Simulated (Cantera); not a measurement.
An isothermal, constant-pressure homogeneous reactor starts with NH3 : N2 = 1 : 4.7 (molar parts), at 2073 K and 0.197 atm. Integrator tolerance rtol = 1e-08.

Detailed kinetics in Cantera: the gas-phase N/H chemistry of the illustrative SiF4/NH3 mechanism in the Surface Chemkin manual (1991). Walls and surfaces, which speed up NH3 decomposition in real reactors, are not modelled.

What does this change do: temperature 2073 to 1200 K?


| quantity | before | after |
|---|---|---|
| x(NH3) at 10.0 s | 6.92e-7 (gas-phase equilibrium 3.29e-7) | 0.175 (gas-phase equilibrium 3.50e-6) |
| x(H2) at 10.0 s | 0.222 (gas-phase equilibrium 0.222) | 3.99e-5 (gas-phase equilibrium 0.224) |
| x(NH) at 10.0 s | 9.73e-9 (gas-phase equilibrium 4.63e-9) | 9.31e-10 (gas-phase equilibrium <1e-12) |
| x(NH2) at 10.0 s | 2.59e-8 (gas-phase equilibrium 1.23e-8) | 1.32e-6 (gas-phase equilibrium 5.22e-12) |
| x(H) at 10.0 s | 0.00279 (gas-phase equilibrium 0.00279) | 2.48e-10 (gas-phase equilibrium 2.10e-7) |
